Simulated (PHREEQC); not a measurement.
Make-up at 80 °C: 0.13 mol NH4HF2, 0.02 mol H2SiF6 and 0.00032 mol HCl per kg of water. Closed to the air; pH follows from the charge balance.

All values are PHREEQC results (ion-association model, phreeqc.dat), not measurements.

| quantity | before | after |
|---|---|---|
| pH | 3.11 | 2.98 |
| ionic strength (mol/kgw) | 0.151 | 0.151 |
| HF (mol/kgw) | 0.136 | 0.135 |
| F- (mol/kgw) | 0.0574 | 0.0572 |
| HF2- (mol/kgw) | 0.0333 | 0.0338 |

Question: Name the change that produced these shifts.
A. NH4HF2 left out
B. temperature from 80 to 65 °C
C. diluted 10-fold with water
D. HCl from 0.00032 to 0.000288 mol/kgw
E. HCl from 0.00032 to 0.0032 mol/kgw

Answer: B, temperature from 80 to 65 °C

Precipitation was switched off in this run. Away from 25 °C the constants follow the database's enthalpies or fits; those with neither stay at their 25 °C values. SiF6-2 is the database's only silicon fluoride.
